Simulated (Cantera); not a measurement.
Charge: 1 mol SiH2Cl2, 0.018 mol HCl, 55 mol H2, equilibrated at 1750 K and 300 Pa.

Method: chemical equilibrium by Gibbs-energy minimisation in Cantera with the NASA 1993 tables (ideal gas, pure condensed phases). Candidate condensed phases: Si; 19 gas species. The tables' values for SiCl are old estimates; treat these amounts as uncertain. Gases not in the tables: Si2H6 and higher silanes. Rates play no part.

Base state: H2 0.963, HCl 0.0292, H 0.00417, SiCl2 0.00294, Si 0.000500, Cl 9.75e-5, SiCl 9.58e-5, SiH 3.56e-5 (mole fractions); condensed: Si(l).

### Question
What changes in the equilibrium state with this change: SiH2Cl2 replaced by SiCl4?

### Answer
```csv
species,before,after
H2,0.963,0.934
HCl,0.0292,0.0512
SiCl2,0.00294,0.00933
SiCl3,3.04e-6,1.71e-5
Cl,9.75e-5,0.000174
"Si(l), mol",0.794,0.424
```
The tables' values for SiCl, SiCl3 are old estimates; treat these amounts as uncertain.
